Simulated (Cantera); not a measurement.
Cantera run:

```python
import numpy as np
import cantera as ct

gas_names = [...]  # 92 gases of nasa_gas.yaml made of C, H, N
cond_names = """
    C(gr) C6H6(L) C7H8(L) C8H18(L),n-octa
""".split()


# ... load() reads the species with a 1 bar reference pressure and builds the phases ...
atoms = {
    'toluene': {'C': 7, 'H': 8},
    'NH3': {'N': 1, 'H': 3},
    'H2': {'H': 2},
}
top_T = {'C(gr)': 4500}  # K; cautious upper limits of use, not melting points


# ... equilibrate(T, P, feed) seeds the gas with the atoms and calls Mixture.equilibrate('TP', solver="vcs", rtol=1e-11, max_steps=5000) ...
results = []
feed = {'toluene': 1, 'NH3': 0.12, 'H2': 0.82}  # mol
T = 748.15  # K
P = 1333.22  # Pa
mix = equilibrate(T, P, feed)
results.append((T, P, feed, dict(zip(mix.species_names, mix.species_moles))))
print(gas.report(threshold=0.0001))
for i in range(1, mix.n_phases):
    print(f"{mix.phase(i).name:16s} {mix.phase_moles(i):12.5e} mol")
```

Result:

```
       temperature   748.15 K
          pressure   1333.2 Pa
           density   0.00061984 kg/m^3
  mean mol. weight   2.892 kg/kmol
   phase of matter   gas

                          1 kg             1 kmol
                     ---------------   ---------------
          enthalpy        3.6481e+06         1.055e+07  J
   internal energy        1.4972e+06        4.3299e+06  J
           entropy             68805        1.9899e+05  J/K
    Gibbs function       -4.7829e+07       -1.3832e+08  J
 heat capacity c_p             10628             30736  J/K
 heat capacity c_v              7753             22422  J/K

                      mass frac. Y      mole frac. X     chem. pot. / RT
                     ---------------   ---------------   ---------------
               CH4           0.21969          0.039603           -43.575
                H2           0.66089           0.94807           -21.206
                N2           0.11938          0.012324           -32.886
     [  +89 minor]        4.2179e-05         7.148e-06

C(gr)             6.80725e+00 mol
```

These are equilibrium values from Cantera (NASA tables, ideal gas, pure condensed phases), not measurements of a reactor.
